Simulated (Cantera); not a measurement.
A Cantera script and what it prints.

```python
import numpy as np
import cantera as ct

gas_names = [...]  # 109 gases of nasa_gas.yaml made of C, Cl, H, Si
cond_names = """
    C(gr) C6H6(L) C7H8(L) C8H18(L),n-octa Si(cr) Si(L) SiC(b)
""".split()


# ... load() reads the species with a 1 bar reference pressure and builds the phases ...
atoms = {
    'SiH2Cl2': {'Si': 1, 'H': 2, 'CL': 2},
    'CH4': {'C': 1, 'H': 4},
    'H2': {'H': 2},
}
top_T = {'C(gr)': 4500, 'SiC(b)': 3050}  # K; cautious upper limits of use, not melting points


# ... equilibrate(T, P, feed) seeds the gas with the atoms and calls Mixture.equilibrate('TP', solver="vcs", rtol=1e-11, max_steps=5000) ...
results = []
feed = {'SiH2Cl2': 1, 'CH4': 0.22, 'H2': 67}  # mol
P = 14000  # Pa
for T in [1298, 1398, 1498, 1598, 1698, 1798, 1898, 1998, 2098, 2198, 2298, 2398]:
    mix = equilibrate(T, P, feed)
    results.append((T, P, feed, dict(zip(mix.species_names, mix.species_moles))))

top = {s: max(r[3][s] / sum(r[3][g] for g in gas_names) for r in results) for s in gas_names}
cols = sorted((s for s in top if top[s] > 0.0001), key=lambda s: -top[s])[:6]
seen = [c for c in cond_names if any(r[3].get(c, 0) > 1e-12 for r in results)]
print("log10 of partial pressures in bar; condensed amounts in mol")
print(f"{'T/K':>10s}" + "".join(f"{s[:9]:>10s}" for s in cols + seen))
for T, P, feed, n in results:
    ng = sum(n[g] for g in gas_names)
    print(f"{T:10.4g}" + "".join(f"{np.log10(max(n[s] / ng * P / 1e5, 1e-99)):10.3f}" for s in cols)
          + "".join(f"{n.get(c, 0):10.4g}" for c in seen))
```

Result:

```
log10 of partial pressures in bar; condensed amounts in mol
       T/K        H2         H       HCL        Si     SiCL2       SiH    Si(cr)     Si(L)    SiC(b)
      1298    -0.865    -6.403    -2.472   -10.391    -3.653    -9.900    0.6354         0    0.2198
      1398    -0.866    -5.758    -2.463    -9.108    -3.590    -8.839    0.6407         0    0.2198
      1498    -0.866    -5.198    -2.463    -7.998    -3.554    -7.921    0.6364         0    0.2198
      1598    -0.866    -4.707    -2.466    -7.029    -3.528    -7.121      0.63         0    0.2198
      1698    -0.866    -4.273    -2.467    -6.183    -3.514    -6.423         0    0.6247    0.2198
      1798    -0.866    -3.886    -2.460    -5.511    -3.561    -5.884         0    0.6376    0.2198
      1898    -0.867    -3.540    -2.454    -4.911    -3.607    -5.403         0    0.6419    0.2196
      1998    -0.868    -3.229    -2.450    -4.371    -3.651    -4.972         0    0.6284    0.2189
      2098    -0.870    -2.947    -2.448    -3.884    -3.695    -4.583         0    0.5736    0.2159
      2198    -0.874    -2.691    -2.451    -3.442    -3.741    -4.231         0    0.4228    0.2048
      2298    -0.881    -2.459    -2.458    -3.038    -3.790    -3.912         0   0.05675    0.1679
      2398    -0.890    -2.248    -2.451    -2.913    -4.049    -3.866         0         0   0.02772
```

Method: chemical equilibrium by Gibbs-energy minimisation in Cantera with the NASA 1993 tables (ideal gas, pure condensed phases). Mutual solubility and eutectic melting of coexisting phases are not modelled. The tables' values for SiCl, SiCl3 are old estimates; treat these amounts as uncertain. Gases not in the tables: Si2H6 and higher silanes.
